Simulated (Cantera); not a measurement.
An adiabatic, constant-volume homogeneous reactor starts with CH₄ : O₂ : N₂ : H₂O = 1 : 1.33 : 5.01 : 1.4 (molar parts), equivalence ratio 1.5, at 1650 K and 0.957 atm. Integrator tolerance rtol = 1e-08.

Computed with Cantera and GRI-Mech 3.0 (53 species, 325 reactions).

Question: What does this change do: pressure from 0.957 atm to 11.8 atm?

Answer: 
| quantity | before | after |
|---|---|---|
| time of steepest temperature rise | 0.426 ms | 61.1 µs |
| temperature at 0.200 s | 2782 K | 2941 K |
| equilibrium temperature | 2782 K | 2941 K |
| x(CH₄) at 0.200 s | <1e-12 (gas-phase equilibrium <1e-12) | 4.14e-11 (gas-phase equilibrium 4.76e-11) |
| x(O₂) at 0.200 s | 0.00253 (gas-phase equilibrium 0.00253) | 0.000768 (gas-phase equilibrium 0.000768) |
| x(H₂O) at 0.200 s | 0.260 (gas-phase equilibrium 0.260) | 0.274 (gas-phase equilibrium 0.274) |
| x(C₂H₄) at 0.200 s | <1e-12 (gas-phase equilibrium <1e-12) | <1e-12 (gas-phase equilibrium <1e-12) |
| x(OH) at 0.200 s | 0.0147 (gas-phase equilibrium 0.0147) | 0.00865 (gas-phase equilibrium 0.00865) |
The pressure lies above the range GRI-Mech 3.0 was tuned for (to about 10 atm).
